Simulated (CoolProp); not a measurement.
n-perfluoropentane along the isobar 1.89 MPa: fugacity coefficient from the reference equation and from simpler models built on Tc = 421.0 K, pc = 2.063 MPa, ω = 0.436; each cubic takes its own stable root.

Computed with CoolProp (reference Helmholtz-energy equation of state, Gao 2022).

```csv
T (K),phase,reference,van der Waals,Soave-Redlich-Kwong,Peng-Robinson
330.4,liquid,0.1362,(withheld),0.1391,0.1352
340.1,liquid,0.1751,(withheld),0.1792,0.1737
349.8,liquid,0.2203,(withheld),0.2260,0.2187
359.4,liquid,0.2714,0.4787,0.2788,0.2696
369.1,liquid,0.3292,0.5213,0.3385,0.3270
378.8,liquid,0.3928,0.5644,0.4039,0.3901
388.4,liquid,0.4607,0.6069,0.4732,0.4570
398.1,liquid,0.5332,0.6492,0.5463,0.5277
407.7,liquid,0.6071,0.6896,0.6193,0.5985
427.1,gas,0.7092,0.7359,0.7147,0.6921
```

Problem. Fill in the missing entries.

Solution. 
- 330.4, van der Waals: 0.3565
- 340.1, van der Waals: 0.3962
- 349.8, van der Waals: 0.4372
